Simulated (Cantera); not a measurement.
Cantera run:

```python
import numpy as np
import cantera as ct

gas_names = """
    AL ALH ALO ALOH ALO2 ALO2H AL2 AL2O AL2O2 H HALO HO2 H2 H2O H2O2 O OH O2 O3 Si SiH SiH2 SiH3 SiH4
    SiO SiO2 Si2 Si3
""".split()
cond_names = """
    AL(cr) AL(L) AL2O3(a) AL2O3(L) AL2SiO5(an) AL6Si2O13(s) H2O(s) H2O(L) Si(cr) Si(L) SiO2(Lqz)
    SiO2(hqz) SiO2(L)
""".split()


# ... load() reads the species with a 1 bar reference pressure and builds the phases ...
atoms = {
    'SiO2': {'Si': 1, 'O': 2},
    'Al2O3': {'AL': 2, 'O': 3},
    'H2O': {'H': 2, 'O': 1},
}
top_T = {'AL2SiO5(an)': 2000, 'AL6Si2O13(s)': 2100}  # K; cautious upper limits of use, not melting points


# ... equilibrate(T, P, feed) seeds the gas with the atoms and calls Mixture.equilibrate('TP', solver="vcs", rtol=1e-11, max_steps=5000) ...
results = []
T = 1025  # K
P = 101325  # Pa
for m in [0.15, 0.55, 0.94, 1.3, 1.7, 2.1, 2.5, 2.9]:
    feed = {'SiO2': 1, 'Al2O3': m, 'H2O': 0.35}  # mol
    mix = equilibrate(T, P, feed)
    results.append((T, P, feed, dict(zip(mix.species_names, mix.species_moles))))

top = {s: max(r[3][s] / sum(r[3][g] for g in gas_names) for r in results) for s in gas_names}
cols = sorted((s for s in top if top[s] > 1e-06), key=lambda s: -top[s])[:8]
seen = [c for c in cond_names if any(r[3].get(c, 0) > 1e-12 for r in results)]
print("log10 of partial pressures in bar; condensed amounts in mol")
print(f"{'n(Al2O3)':>10s}" + "".join(f"{s[:9]:>10s}" for s in cols + seen))
for T, P, feed, n in results:
    ng = sum(n[g] for g in gas_names)
    print(f"{feed['Al2O3']:10.4g}" + "".join(f"{np.log10(max(n[s] / ng * P / 1e5, 1e-99)):10.3f}" for s in cols)
          + "".join(f"{n.get(c, 0):10.4g}" for c in seen))
```

Output:

```
log10 of partial pressures in bar; condensed amounts in mol
  n(Al2O3)       H2O  AL2O3(a) AL2SiO5(a SiO2(hqz)
      0.15     0.006         0      0.15      0.85
      0.55     0.006         0      0.55      0.45
      0.94     0.006         0      0.94      0.06
       1.3     0.006       0.3         1         0
       1.7     0.006       0.7         1         0
       2.1     0.006       1.1         1         0
       2.5     0.006       1.5         1         0
       2.9     0.006       1.9         1         0
```

These are equilibrium values from Cantera (NASA tables, ideal gas, pure condensed phases), not measurements of a reactor. Mutual solubility and eutectic melting of coexisting phases are not modelled. Condensed phases not in the tables: alloys, solid solutions and most ternary compounds.
